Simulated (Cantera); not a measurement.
Input: 1 mol SiHCl3, 0.6 mol HCl, 890 mol H2, equilibrated at 1.20 mbar.

These are equilibrium values from Cantera (NASA tables, ideal gas, pure condensed phases), not measurements of a reactor. Candidate condensed phases: Si; 19 gas species. Equilibrium is a limit: real reactors are often held back by kinetics, nucleation or transport. All values below are at 1173 K.

Base state: H2 0.996, HCl 0.00396, SiCl2 3.58e-5 (mole fractions); condensed: Si(s).

What changes in the equilibrium state with this change: H2 from 890 to 22 mol?


```csv
species,before,after
H2,0.996,0.887
HCl,0.00396,0.0874
SiCl2,3.58e-5,0.0196
SiCl4,9.51e-9,0.00284
SiCl3,1.86e-7,0.00237
SiHCl3,5.58e-8,0.000672
SiH2Cl2,4.18e-8,2.04e-5
"Si(s), mol",0.968,0.376
```
The tables' values for SiCl3 are old estimates; treat these amounts as uncertain.
